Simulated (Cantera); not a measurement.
**Stirred combustor or abatement burner**

A perfectly stirred reactor is fed with 2.65 % CH₄, 0.122 % C₂H₆, 7.83 % O₂, 78.3 % N₂, 11.1 % H₂O, at 101000 Pa; it is adiabatic with a 625 K inlet, and is followed from long to short residence time, starting on the burning branch (τ in s: 0.3, 0.11, 0.038, 0.013, 0.0047, 0.0017, 0.00058, 0.00021, 7.2e-05).

Computed with Cantera and GRI-Mech 3.0 (53 species, 325 reactions).

| τ (s) | T (K) | x CH₄ | x C₂H₆ | x O₂ | x HO₂ | x C₂H₂ | x NO | x CO₂ |
|---|---|---|---|---|---|---|---|---|
| 0.30 | 1285 | 3.93e-5 | 5.08e-7 | 0.0214 | 3.81e-6 | 7.82e-7 | 1.30e-7 | 0.0285 |
| 0.11 | 1280 | 8.35e-5 | 1.14e-6 | 0.0217 | 6.94e-6 | 1.03e-6 | 1.16e-7 | 0.0280 |
| 0.038 | 1264 | 0.000239 | 3.63e-6 | 0.0229 | 1.34e-5 | 1.46e-6 | 9.30e-8 | 0.0265 |
| 0.013 | 625 | 0.0265 | 0.00122 | 0.0783 | <1e-12 | <1e-12 | <1e-12 | <1e-12 |
| 0.0047 | 625 | 0.0265 | 0.00122 | 0.0783 | <1e-12 | <1e-12 | <1e-12 | <1e-12 |
| 0.0017 | 625 | 0.0265 | 0.00122 | 0.0783 | <1e-12 | <1e-12 | <1e-12 | <1e-12 |
| 0.00058 | 625 | 0.0265 | 0.00122 | 0.0783 | <1e-12 | <1e-12 | <1e-12 | <1e-12 |
| 0.00021 | 625 | 0.0265 | 0.00122 | 0.0783 | <1e-12 | <1e-12 | <1e-12 | <1e-12 |
| 7.2e-5 | 625 | 0.0265 | 0.00122 | 0.0783 | <1e-12 | <1e-12 | <1e-12 | <1e-12 |
x: mole fraction; the columns are a selection and need not sum to one.
